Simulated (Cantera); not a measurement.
A perfectly stirred reactor is fed with H2 : O2 : N2 = 1.5 : 1 : 2 (molar parts), equivalence ratio 0.75, at 0.987 atm; it is held at 1050 K, and followed from long to short residence time.

Cantera simulation using GRI-Mech 3.0 (53 species, 325 reactions); the numbers are that mechanism's predictions, not measurements. The temperature is held fixed by assumption; the heat of reaction is taken as removed at once.

Question: What does this change do: O2 1 to 0.18 parts?

Answer: 
```tsv
quantity	before	after
x(H2) at τ = 0.910 s	0.0150	0.326
x(O2) at τ = 0.910 s	0.0736	0.000146
x(HO2) at τ = 0.910 s	6.73e-5	1.97e-7
x(H2O2) at τ = 0.910 s	9.24e-5	1.18e-8
x(NO2) at τ = 0.910 s	1.75e-9	<1e-12
x(H2) at τ = 16.0 ms	0.137	0.327
x(O2) at τ = 16.0 ms	0.130	0.00112
x(HO2) at τ = 16.0 ms	0.000209	1.50e-6
x(H2O2) at τ = 16.0 ms	0.000444	1.40e-8
x(NO2) at τ = 16.0 ms	1.99e-10	<1e-12
```

Question: What does this change do: pressure from 0.987 atm to 0.888 atm?

Answer: 
```csv
quantity,before,after
x(H2) at τ = 0.910 s,0.0150,0.0142
x(O2) at τ = 0.910 s,0.0736,0.0732
x(HO2) at τ = 0.910 s,6.73e-5,6.70e-5
x(H2O2) at τ = 0.910 s,9.24e-5,8.82e-5
x(NO2) at τ = 0.910 s,1.75e-9,1.75e-9
x(H2) at τ = 16.0 ms,0.137,0.114
x(O2) at τ = 16.0 ms,0.130,0.120
x(HO2) at τ = 16.0 ms,0.000209,0.000197
x(H2O2) at τ = 16.0 ms,0.000444,0.000310
x(NO2) at τ = 16.0 ms,1.99e-10,2.45e-10
```
